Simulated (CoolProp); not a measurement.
Vapour pressure (MPa) of sulfur dioxide: the reference equation beside estimates from Tc = 430.6 K, pc = 7.887 MPa, ω = 0.256.

Model: reference Helmholtz-energy equation of state, Gao 2016, in CoolProp.

```json
[
 {"T (K)": "243.4", "reference": "0.03854", "van der Waals": "0.4810", "Redlich-Kwong": "0.08379", "Soave-Redlich-Kwong": "0.03805"},
 {"T (K)": "261.4", "reference": "0.09370", "van der Waals": "0.7323", "Redlich-Kwong": "0.1822", "Soave-Redlich-Kwong": "0.09283"},
 {"T (K)": "279.4", "reference": "0.1995", "van der Waals": "1.061", "Redlich-Kwong": "0.3509", "Soave-Redlich-Kwong": "0.1984"},
 {"T (K)": "297.5", "reference": "0.3837", "van der Waals": "1.478", "Redlich-Kwong": "0.6164", "Soave-Redlich-Kwong": "0.3831"},
 {"T (K)": "315.5", "reference": "0.6758", "van der Waals": "1.987", "Redlich-Kwong": "1.001", "Soave-Redlich-Kwong": "0.6775"},
 {"T (K)": "333.6", "reference": "1.115", "van der Waals": "2.601", "Redlich-Kwong": "1.536", "Soave-Redlich-Kwong": "1.122"},
 {"T (K)": "351.6", "reference": "1.736", "van der Waals": "3.320", "Redlich-Kwong": "2.238", "Soave-Redlich-Kwong": "1.753"},
 {"T (K)": "369.6", "reference": "2.583", "van der Waals": "4.152", "Redlich-Kwong": "3.133", "Soave-Redlich-Kwong": "2.614"},
 {"T (K)": "387.7", "reference": "3.710", "van der Waals": "5.110", "Redlich-Kwong": "4.251", "Soave-Redlich-Kwong": "3.760"},
 {"T (K)": "405.7", "reference": "5.162", "van der Waals": "6.185", "Redlich-Kwong": "5.597", "Soave-Redlich-Kwong": "5.226"},
 {"T (K)": "423.8", "reference": "7.036", "van der Waals": "7.395", "Redlich-Kwong": "7.207", "Soave-Redlich-Kwong": "7.077"}
]
```

Absolute difference from the reference over all 11 rows, mean and median: van der Waals 280.8 and 133.3 %, Redlich-Kwong 46.4 and 37.8 %, Soave-Redlich-Kwong 0.8 and 0.9 %.
